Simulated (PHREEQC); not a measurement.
Solution (15 °C): 7.1 mmol/kgw NaHF2 and 0.29 mmol/kgw NaAlO2. Closed to the air; pH follows from the charge balance.

All values are PHREEQC results (ion-association model, phreeqc.dat), not measurements.

No solid was allowed to form.

### Question
What pH does the model give?

### Answer
pH 3.23.

### Question
In which forms is Al present?

### Answer
AlF4- 75 %, AlF3 25 % of the Al.

Fluoro complexes past AlF4- and FeF3 are missing from the database.
